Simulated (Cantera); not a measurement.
# Equilibrium for carbon deposition, reforming and gasification: C2H2 + H2O + N2

Feed: 1 mol C2H2, 0.21 mol H2O, 0.17 mol N2, equilibrated at 71.0 Pa.

Equilibrium computed with Cantera from the NASA thermochemical tables; the gas is ideal and each condensed phase is pure. Candidate condensed phases: C, C6H6, C7H8, C8H18, H2O; 169 gas species. Ions and electrons are included (thermal ionisation). Rates play no part.

From 2727 °C to 4727 °C nothing is condensed. The main C-bearing gas is C3 at 2727 °C and C at 4727 °C.

| T (°C) | log p H | log p C | log p C3 | log p N | log p CO | log p N2 | log p C2 | log p CN | log p H2 | log p O |
|---|---|---|---|---|---|---|---|---|---|---|
| 2727 | -3.33 | -4.47 | -4.03 | -7.13 | -4.37 | -4.56 | -4.85 | -4.94 | -5.05 | -11.54 |
| 3227 | -3.40 | -3.67 | -4.96 | -5.99 | -4.46 | -4.68 | -4.77 | -4.90 | -6.34 | -9.71 |
| 3727 | -3.43 | -3.57 | -7.17 | -5.10 | -4.49 | -4.70 | -5.72 | -5.34 | -7.26 | -7.78 |
| 4227 | -3.44 | -3.57 | -9.11 | -4.53 | -4.51 | -4.98 | -6.60 | -5.88 | -7.95 | -6.20 |
| 4727 | -3.45 | -3.57 | -10.66 | -4.34 | -4.65 | -5.71 | -7.31 | -6.56 | -8.51 | -5.06 |
log p: log10 of the partial pressure in bar; nothing condenses.
